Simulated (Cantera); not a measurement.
Input (Python, Cantera):

```python
import numpy as np
import cantera as ct

gas = ct.Solution("gri30.yaml")
gas.TPX = 2323, 26000, {'CH4': 0.042, 'H2': 1, 'H': 0.1, 'H2O': 0.045}
inlet = ct.Reservoir(gas, clone=True)

reactor = ct.IdealGasConstPressureReactor(gas, energy="off", clone=False)
exhaust = ct.Reservoir(gas, clone=True)
tau = [0.96, 0.29, 0.087, 0.026, 0.0078, 0.0023, 0.0007, 0.00021][0]
for a, b in ((inlet, reactor), (reactor, exhaust)):
    ct.MassFlowController(a, b, mdot=lambda t: reactor.mass / tau)
net = ct.ReactorNet([reactor])
show = ['CH4', 'H2', 'H', 'C2H2', 'CH3', 'C2H4']

rows = []
print(f"{'tau/s':>10s}{'T/K':>9s}" + "".join(f"{s:>11s}" for s in show))
for tau in [0.96, 0.29, 0.087, 0.026, 0.0078, 0.0023, 0.0007, 0.00021]:
    net.initial_time = 0.0
    net.advance(30 * tau)
    before = gas.X
    net.advance(40 * tau)
    drift = np.max(np.abs(gas.X - before) / (gas.X + 1e-9))
    rows.append([gas.T, *gas[show].X, drift])
    print(f"{tau:10.3e}{gas.T:9.1f}" + "".join(f"{x:11.3e}" for x in gas[show].X))
```

Result:

```
     tau/s      T/K        CH4         H2          H       C2H2        CH3       C2H4
 9.600e-01   2323.0  1.875e-04  9.418e-01  2.084e-02  5.995e-04  7.707e-05  2.538e-07
 2.900e-01   2323.0  3.553e-04  9.407e-01  2.080e-02  1.401e-03  1.459e-04  6.481e-07
 8.700e-02   2323.0  6.528e-04  9.388e-01  2.076e-02  2.795e-03  2.680e-04  1.508e-06
 2.600e-02   2323.0  1.165e-03  9.357e-01  2.084e-02  4.921e-03  4.810e-04  3.392e-06
 7.800e-03   2323.0  1.985e-03  9.311e-01  2.131e-02  7.539e-03  8.407e-04  7.526e-06
 2.300e-03   2323.0  3.206e-03  9.253e-01  2.269e-02  9.830e-03  1.448e-03  1.689e-05
 7.000e-04   2323.0  4.768e-03  9.187e-01  2.549e-02  1.082e-02  2.416e-03  3.704e-05
 2.100e-04   2323.0  6.653e-03  9.107e-01  3.022e-02  1.039e-02  3.969e-03  7.890e-05
```

Cantera simulation using GRI-Mech 3.0 (53 species, 325 reactions); the numbers are that mechanism's predictions, not measurements.
